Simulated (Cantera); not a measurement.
A perfectly stirred reactor is fed with CH4 : CO : O2 : N2 = 1 : 1.3 : 3.01 : 11.3 (molar parts), equivalence ratio 0.88, at 0.400 bar; it is adiabatic with a 350 K inlet, and is followed from long to short residence time, starting on the burning branch (τ in s: 0.47, 0.15, 0.05, 0.016, 0.0052, 0.0017, 0.00054, 0.00018, 5.7e-05, 1.8e-05).

Model: GRI-Mech 3.0 (53 species, 325 reactions), integrated in Cantera.

Q: Predict: blow-out, bracketed by the residence times tried; x(CH4) at τ = 0.470 s; x(CO) at τ = 0.470 s; x(O2) at τ = 0.470 s; x(CH2O) at τ = 0.470 s; x(NO) at τ = 0.470 s; x(CH4) at τ = 1.70 ms; x(CO) at τ = 1.70 ms; x(O2) at τ = 1.70 ms; x(CH2O) at τ = 1.70 ms; x(NO) at τ = 1.70 ms.

A: 
```json
{
 "blow_out_bracketed_by_the_residence_times_tried": "burning at 0.180 ms, out at 57.0 µs",
 "x(CH4) at τ = 0.470 s": "1.06e-6",
 "x(CO) at τ = 0.470 s": "0.00898",
 "x(O2) at τ = 0.470 s": "0.0253",
 "x(CH2O) at τ = 0.470 s": "1.87e-7",
 "x(NO) at τ = 0.470 s": "0.00203",
 "x(CH4) at τ = 1.70 ms": "8.61e-5",
 "x(CO) at τ = 1.70 ms": "0.0365",
 "x(O2) at τ = 1.70 ms": "0.0412",
 "x(CH2O) at τ = 1.70 ms": "1.04e-5",
 "x(NO) at τ = 1.70 ms": "3.91e-5"
}
```
